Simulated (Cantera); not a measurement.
Feed: 1 mol SiH₂Cl₂, 0.5 mol O₃, 13 mol N₂, held at 8.50 Pa.

These are equilibrium values from Cantera (NASA tables, ideal gas, pure condensed phases), not measurements of a reactor. Candidate condensed phases: H₂O, NH₄Cl, Si, SiO₂, Si₂N₂O, Si₃N₄; 47 gas species. N₂ is the only nitrogen source here; it is nearly inert below about 1500 K, so the nitride shown seldom forms there in practice. Mutual solubility and eutectic melting of coexisting phases are not modelled. The tables' values for SiCl₃, SiO₂ are old estimates; treat these amounts as uncertain. The tables hold silica as quartz up to 1696 K and as liquid above; real silica turns to tridymite and cristobalite and melts near 1996 K. Rates play no part.

x: gas mole fraction; n: condensed amount in mol.

```
T (K)   x N₂   x HCl    x SiO      x Cl  x H₂O  n SiO₂(β-quartz)  n Si₂N₂O(s)  n SiO₂(condensed)
-----  -----  ------  -------  --------  -----  ----------------  -----------  -----------------
1225   0.866   0.129  7.17e-5   7.19e-5    [?]             0.674        0.150                  0
1300   0.865   0.127  0.00126  0.000204    [?]             0.676        0.130                  0
1375   0.853   0.117   0.0161  0.000433    [?]             0.617       0.0201                  0
1450   0.842   0.123   0.0280   0.00182    [?]             0.534            0                  0
1525   0.837   0.123   0.0318   0.00495    [?]             0.503            0                  0
1600   0.835   0.120   0.0321   0.00869    [?]             0.500            0                  0
1675   0.832   0.114   0.0324    0.0142    [?]             0.494            0                  0
1750   0.826   0.104   0.0341    0.0227    [?]                 0            0              0.464
1825   0.814  0.0887   0.0401    0.0365    [?]                 0            0              0.358
```

### Question
Fill in the missing entries.

### Answer

- 1225, x H₂O: 4.29e-8
- 1300, x H₂O: 7.78e-8
- 1375, x H₂O: 1.68e-7
- 1450, x H₂O: 5.15e-7
- 1525, x H₂O: 3.40e-6
- 1600, x H₂O: 3.88e-5
- 1675, x H₂O: 0.000356
- 1750, x H₂O: 0.00222
- 1825, x H₂O: 0.00816
